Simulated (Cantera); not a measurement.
## Equilibrium for carbon deposition, reforming and gasification: C3H6 + O2

Feed: 1 mol C3H6, 0.21 mol O2, equilibrated at 2.48 Torr.

These are equilibrium values from Cantera (NASA tables, ideal gas, pure condensed phases), not measurements of a reactor. Candidate condensed phases: C, C6H6, C7H8, C8H18, H2O; 110 gas species. Kinetics and transport are ignored.

| T (K) | x H2 | x H | x CO | x C2H2 (acetylene) | x C3 | x C2H | x C | x C2 | n C(graphite) |
|---|---|---|---|---|---|---|---|---|---|
| 1423 | 0.877 | 0.000108 | 0.123 | 3.01e-6 | <1e-12 | <1e-12 | <1e-12 | <1e-12 | 2.58 |
| 1573 | 0.877 | 0.000663 | 0.123 | 1.81e-5 | <1e-12 | 3.96e-11 | <1e-12 | <1e-12 | 2.58 |
| 1723 | 0.874 | 0.00297 | 0.123 | 7.91e-5 | 2.96e-12 | 1.67e-9 | 8.99e-12 | <1e-12 | 2.58 |
| 1873 | 0.867 | 0.0105 | 0.122 | 0.000271 | 2.96e-10 | 3.85e-8 | 4.96e-10 | 2.46e-11 | 2.58 |
| 2023 | 0.848 | 0.0304 | 0.121 | 0.000757 | 1.47e-8 | 5.50e-7 | 1.51e-8 | 1.25e-9 | 2.57 |
| 2173 | 0.805 | 0.0754 | 0.118 | 0.00178 | 4.21e-7 | 5.34e-6 | 2.85e-7 | 3.66e-8 | 2.57 |
| 2323 | 0.722 | 0.161 | 0.113 | 0.00350 | 7.72e-6 | 3.73e-5 | 3.67e-6 | 6.88e-7 | 2.55 |
| 2473 | 0.591 | 0.298 | 0.104 | 0.00570 | 9.85e-5 | 0.000195 | 3.47e-5 | 9.03e-6 | 2.53 |
| 2623 | 0.421 | 0.476 | 0.0934 | 0.00746 | 0.000931 | 0.000776 | 0.000253 | 8.78e-5 | 2.49 |
| 2773 | 0.251 | 0.648 | 0.0817 | 0.00764 | 0.00684 | 0.00238 | 0.00148 | 0.000664 | 2.35 |
x: gas mole fraction; n: condensed amount in mol.

From 1423 K to 2773 K the condensed part is C(graphite). The main C-bearing gas is CO throughout.
